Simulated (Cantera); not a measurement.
A perfectly stirred reactor is fed with CH4 : CO2 = 1 : 0.61 (molar parts), at 1.00 atm; it is held at 1300 K, and followed from long to short residence time.

Detailed kinetics in Cantera: GRI-Mech 3.0 (53 species, 325 reactions). GRI-Mech 3.0 stops at C3 and has no aromatics, soot or wall deposition, so with more carbon than oxygen in the feed, carbon stays in small species such as C2H2 where larger ones or solid carbon would form.

Question: What does this change do: CO2 0.61 to 1.9 parts?

Answer: 
| quantity | before | after |
|---|---|---|
| x(CH4) at τ = 6.30 s | 0.563 | 0.318 |
| x(CO2) at τ = 6.30 s | 0.358 | 0.634 |
| x(C2H6) at τ = 6.30 s | 0.000421 | 0.000286 |
| x(CH2) at τ = 6.30 s | 1.15e-11 | 1.08e-11 |
| x(CH3) at τ = 6.30 s | 1.42e-5 | 1.13e-5 |
| x(CH4) at τ = 55.0 ms | 0.621 | 0.345 |
| x(CO2) at τ = 55.0 ms | 0.379 | 0.655 |
| x(C2H6) at τ = 55.0 ms | 0.000140 | 7.32e-5 |
| x(CH2) at τ = 55.0 ms | 5.17e-12 | 3.75e-12 |
| x(CH3) at τ = 55.0 ms | 1.06e-5 | 7.54e-6 |

Question: What does this change do: CO2 0.61 to 3.7 parts?

Answer: 
| quantity | before | after |
|---|---|---|
| x(CH4) at τ = 6.30 s | 0.563 | 0.198 |
| x(CO2) at τ = 6.30 s | 0.358 | 0.770 |
| x(C2H6) at τ = 6.30 s | 0.000421 | 0.000210 |
| x(CH2) at τ = 6.30 s | 1.15e-11 | 9.37e-12 |
| x(CH3) at τ = 6.30 s | 1.42e-5 | 9.49e-6 |
| x(CH4) at τ = 55.0 ms | 0.621 | 0.213 |
| x(CO2) at τ = 55.0 ms | 0.379 | 0.787 |
| x(C2H6) at τ = 55.0 ms | 0.000140 | 4.35e-5 |
| x(CH2) at τ = 55.0 ms | 5.17e-12 | 2.69e-12 |
| x(CH3) at τ = 55.0 ms | 1.06e-5 | 5.78e-6 |
